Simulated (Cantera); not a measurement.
**Thermodynamics of carbon deposition, reforming and gasification, feed toluene + H2O**

Feed: 1 mol toluene, 0.083 mol H2O, held at 1.33 mbar.

These are equilibrium values from Cantera (NASA tables, ideal gas, pure condensed phases), not measurements of a reactor. Candidate condensed phases: C, C6H6, C7H8, C8H18, H2O; 110 gas species. Equilibrium is a limit: real reactors are often held back by kinetics, nucleation or transport.

```tsv
T (K)	x H2	x H	x CO	x C2H2 (acetylene)	x C3	x C2H	n C(graphite)
1248	0.980	1.27e-5	0.0199	2.39e-7	<1e-12	<1e-12	6.92
1398	0.980	0.000128	0.0199	2.40e-6	<1e-12	<1e-12	6.92
1548	0.979	0.000835	0.0199	1.54e-5	<1e-12	3.29e-11	6.92
1698	0.976	0.00391	0.0199	7.03e-5	3.14e-12	1.56e-9	6.92
1848	0.966	0.0143	0.0198	0.000249	3.58e-10	3.92e-8	6.91
1998	0.937	0.0425	0.0195	0.000710	1.98e-8	6.00e-7	6.91
2148	0.873	0.107	0.0189	0.00167	6.16e-7	6.10e-6	6.90
2298	0.752	0.227	0.0177	0.00322	1.21e-5	4.37e-5	6.89
2448	0.568	0.411	0.0158	0.00491	0.000163	0.000228	6.86
2598	0.356	0.622	0.0137	0.00572	0.00161	0.000877	6.80
```
x: gas mole fraction; n: condensed amount in mol.

From 1248 K to 2598 K the condensed part is C(graphite). The main C-bearing gas is CO throughout.
